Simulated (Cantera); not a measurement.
Input: 1 mol c-C₄F₈, a varied amount of HCl, 0.42 mol H₂, at 1052 °C and 50.0 Pa.

These are equilibrium values from Cantera (NASA tables, ideal gas, pure condensed phases), not measurements of a reactor. Candidate condensed phases: C, C₆H₆, C₇H₈, C₈H₁₈; 118 gas species. The feed counts by its element totals alone. Gases not in the tables: C₂F₆ and larger saturated fluorocarbons. Kinetics and transport are ignored.

At 0.12 mol HCl, list the 4 most abundant gas species with their mole fractions, and the condensed phases.

CF₄ 0.624, HF 0.335, Cl 0.0326, HCl 0.00468. Condensed: C(graphite).
